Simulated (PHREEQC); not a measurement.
A made-up water analysis in mmol/kgw, 25 °C, pH 3.08, pe 11.7:

```
constituent  mmol/kgw
-----------  --------
Na                8.2
K                3.81
Ca              0.918
Mg               0.98
Cl               2.63
S(6)             9.16
Fe(3)           0.717
Li              0.555
```

Valence states are taken as typed.

Computed with PHREEQC (ion-association model, phreeqc.dat).

No solid was allowed to form.

Question: What ionic strength, charge-balance error does the model give?

Answer: ionic strength 0.0262 mol/kgw; charge-balance error -3.8 %.

Question: In which forms is S present?

Answer: SO4-2 80 %, FeSO4+ 5.2 %, HSO4- 4.1 %, MgSO4 3.7 %, CaSO4 2.8 %, NaSO4- 1.8 % of the S.

Saturation is exceeded, for instance for Jarosite-K, Hematite (slow to form); the values hold only as long as no solid forms.
